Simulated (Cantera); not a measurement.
Cantera run:

```python
import numpy as np
import cantera as ct

gas_names = """
    F F2 N NF NF2 NF3 N2 Si SiF SiF2 SiF3 SiF4 SiN Si2 Si2N Si3
""".split()
cond_names = """
    Si(cr) Si(L) Si3N4(a)
""".split()


# ... load() reads the species with a 1 bar reference pressure and builds the phases ...
atoms = {
    'SiF4': {'Si': 1, 'F': 4},
    'N2': {'N': 2},
}
top_T = {'Si3N4(a)': 2400}  # K; cautious upper limits of use, not melting points


# ... equilibrate(T, P, feed) seeds the gas with the atoms and calls Mixture.equilibrate('TP', solver="vcs", rtol=1e-11, max_steps=5000) ...
results = []
feed = {'SiF4': 1, 'N2': 90}  # mol
T = 1373  # K
P = 61  # Pa
mix = equilibrate(T, P, feed)
results.append((T, P, feed, dict(zip(mix.species_names, mix.species_moles))))
x = sorted(zip(gas.X, gas.species_names), reverse=True)
print(f"T = {T:g} K  P = {P:g} Pa  gas = {mix.phase_moles(0):.4g} mol")
print("   x: " + "  ".join(f"{s} {v:.3e}" for v, s in x if v > 1e-05))
print("   condensed (mol): " + ("  ".join(f"{mix.phase(i).name} {mix.phase_moles(i):.4g}"
      for i in range(1, mix.n_phases) if mix.phase_moles(i) > 1e-12) or "none"))
```

It prints:

```
T = 1373 K  P = 61 Pa  gas = 91 mol
   x: N2 9.890e-01  SiF4 1.099e-02
   condensed (mol): none
```

These are equilibrium values from Cantera (NASA tables, ideal gas, pure condensed phases), not measurements of a reactor.
